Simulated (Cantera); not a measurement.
Feed: 1 mol Si2Cl6, 0.41 mol HCl, 270 mol H2, held at 1.30 bar.

Cantera equilibrium calculation (NASA polynomials, part measured and part estimated; ideal gas, pure solids and liquids). Candidate condensed phases: Si; 19 gas species. The feed counts by its element totals alone. The tables' values for SiCl3 are old estimates; treat these amounts as uncertain. The numbers say what is thermodynamically allowed, not how fast it happens.

x: gas mole fraction; n: condensed amount in mol.

| T (K) | x H2 | x HCl | x SiHCl3 | x SiCl4 | n Si(s) |
|---|---|---|---|---|---|
| 1025 | 0.989 | 0.00514 | 0.00313 | (withheld) | 0.439 |
| 1100 | 0.987 | 0.00844 | 0.00251 | (withheld) | 0.695 |
| 1175 | 0.984 | 0.0123 | 0.00177 | (withheld) | 0.991 |
| 1250 | 0.981 | 0.0159 | 0.00104 | (withheld) | 1.26 |
| 1325 | 0.980 | 0.0184 | 0.000505 | (withheld) | 1.44 |
| 1400 | 0.979 | 0.0196 | 0.000219 | (withheld) | 1.53 |
| 1475 | 0.978 | 0.0201 | 9.38e-5 | (withheld) | 1.57 |
| 1550 | 0.978 | 0.0202 | 4.19e-5 | (withheld) | 1.57 |

Task: What belongs in the gaps?

Result: 
- 1025, x SiCl4: 0.00189
- 1100, x SiCl4: 0.00146
- 1175, x SiCl4: 0.000940
- 1250, x SiCl4: 0.000473
- 1325, x SiCl4: 0.000185
- 1400, x SiCl4: 6.20e-5
- 1475, x SiCl4: 2.04e-5
- 1550, x SiCl4: 7.04e-6
